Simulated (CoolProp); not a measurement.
Vinyl chloride at 354.55 K and 0.859 MPa is throttled through a valve to 0.385 MPa with no heat exchange. Each further row changes one setting.

Computed with CoolProp (reference Helmholtz-energy equation of state, Thol 2022).

| case | temperature change (K) | final density (kg/m³) |
|---|---|---|
| as stated | -8.5 | 8.75 |
| outlet pressure 0.115 MPa | ___ | ___ |
| outlet pressure 0.501 MPa | -6.4 | ___ |

Question: Some entries are withheld; supply them.

Answer: 
- outlet pressure 0.115 MPa, temperature change (K): -13.3
- outlet pressure 0.115 MPa, final density (kg/m³): 2.57
- outlet pressure 0.501 MPa, final density (kg/m³): 11.5
